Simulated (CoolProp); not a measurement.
Computed with CoolProp (reference Helmholtz-energy equation of state, Bücker 2006).

Q: For isobutane, give the phase and the Z, Joule-Thomson coefficient (K/MPa) at -64.55 °C and 0.0541 MPa; -30.45 °C and 0.0541 MPa.

A: 
- -64.55 °C and 0.0541 MPa: liquid; Z 0.00279, Joule-Thomson coefficient -0.523
- -30.45 °C and 0.0541 MPa: liquid; Z 0.00254, Joule-Thomson coefficient -0.442
